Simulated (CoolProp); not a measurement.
Dimethyl carbonate along the isobar 6.65 MPa: Z from the reference equation and from simpler models built on Tc = 557.0 K, pc = 4.909 MPa, ω = 0.346; each cubic takes its own stable root.

Computed with CoolProp (reference Helmholtz-energy equation of state, Zhou 2011).

```csv
T (K),phase,reference
404.1,liquid,0.1925
419.2,liquid,0.1902
434.4,liquid,0.1884
449.5,liquid,0.1872
464.6,liquid,0.1866
479.8,liquid,0.1869
494.9,liquid,0.1880
510,liquid,0.1904
525.2,liquid,0.1948
540.3,liquid,0.2026
555.5,liquid,0.2182
```

Task: How far does each simpler model (van der Waals, Redlich-Kwong, Soave-Redlich-Kwong, Peng-Robinson) lie from the reference over these 11 states: mean and median of the absolute difference, and the worst?

Result: 
- van der Waals: mean 60.8 %, median 62.2 %, worst +65.8 % at 404.1 K and 6.65 MPa
- Redlich-Kwong: mean 20.1 %, median 19.6 %, worst +23.9 % at 540.3 K and 6.65 MPa
- Soave-Redlich-Kwong: mean 15.2 %, median 13.8 %, worst +23.1 % at 555.5 K and 6.65 MPa
- Peng-Robinson: mean 3.1 %, median 1.4 %, worst +11.0 % at 555.5 K and 6.65 MPa
